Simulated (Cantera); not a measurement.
**Adiabatic ignition**

An adiabatic, constant-volume homogeneous reactor starts with CH4 : O2 : N2 = 1 : 1 : 3.76 (molar parts), equivalence ratio 2.0, at 1475 K and 1.90 bar.

Computed with Cantera and GRI-Mech 3.0 (53 species, 325 reactions).

```
t (s)     T (K)  P (bar)     x CH4     x O2   x C2H    x CH2O     x CH2
--------  -----  -------  --------  -------  ------  --------  --------
4.00e-6    1475     1.90     0.174    0.174  <1e-12   2.32e-8    <1e-12
1.44e-5    1475     1.90     0.174    0.174  <1e-12   3.60e-7    <1e-12
5.17e-5    1475     1.90     0.174    0.174  <1e-12   7.25e-6  2.36e-11
0.000186   1476     1.90     0.173    0.173  <1e-12  0.000128  3.50e-10
0.000667   1490     1.92     0.170    0.171  <1e-12   0.00117   2.60e-9
0.00240    2764     4.22  8.68e-11  5.61e-5  <1e-12   3.50e-8  2.07e-11
0.00862    2764     4.22  8.68e-11  5.61e-5  <1e-12   3.50e-8  2.07e-11
0.0310     2764     4.22  8.68e-11  5.61e-5  <1e-12   3.50e-8  2.07e-11
0.111      2764     4.22  8.68e-11  5.61e-5  <1e-12   3.50e-8  2.07e-11
0.400      2764     4.22  8.68e-11  5.61e-5  <1e-12   3.50e-8  2.07e-11
```
x: mole fraction; the columns are a selection and need not sum to one.

```json
{
  "time_of_steepest_temperature_rise": "1.20 ms",
  "temperature at 0.400 s": "2764 K",
  "equilibrium_temperature": "2764 K",
  "x(CH4) at 0.400 s": "8.68e-11 (gas-phase equilibrium 9.75e-11)",
  "x(O2) at 0.400 s": "5.61e-5 (gas-phase equilibrium 5.61e-5)",
  "x(C2H) at 0.400 s": "<1e-12 (gas-phase equilibrium <1e-12)"
}
```
